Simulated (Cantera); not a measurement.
An adiabatic, constant-volume homogeneous reactor starts with CH₄ : H₂ : O₂ : N₂ = 1 : 0.038 : 4.92 : 18.5 (molar parts), equivalence ratio 0.41, at 1150 K and 1.01 bar.

Cantera simulation using GRI-Mech 3.0 (53 species, 325 reactions); the numbers are that mechanism's predictions, not measurements.

One state of this run: T (K) = 2223; P (bar) = 1.96; x CH₄ = <1e-12; x H₂ = 0.000229; x O₂ = 0.113; x C₂H₄ = <1e-12; x CH₃ = <1e-12; x HCO = 1.86e-11; x O = 0.000755. x: mole fraction; the columns are a selection and need not sum to one.

Q: Which value of t (s) does it belong to?
A. 3.00
B. 2.00e-6
C. 0.000749
D. 0.00801

A: A, 3.00
